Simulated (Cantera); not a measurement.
**Carbon deposition, reforming and gasification: C3H6 + CO2**

A closed system holds: 1 mol C3H6, 0.16 mol CO2, at 2600 K and 1.00 Torr.

Equilibrium computed with Cantera from the NASA thermochemical tables; the gas is ideal and each condensed phase is pure. Candidate condensed phases: C, C6H6, C7H8, C8H18, H2O; 110 gas species. Equilibrium is a limit: real reactors are often held back by kinetics, nucleation or transport.

| Property | Value |
|---|---|
| x(H) | 0.599 |
| x(H2) | 0.325 |
| x(CO) | 0.0672 |
| x(C2H2 (acetylene)) | 0.00527 |
| x(C3) | 0.00166 |
| x(C2H) | 0.000855 |
| x(C) | 0.000468 |
| x(C2) | 0.000156 |
| x(C4H2) | 3.54e-5 |
| n(C(graphite)) | 2.75 mol |
| gas amount | 4.759 mol |
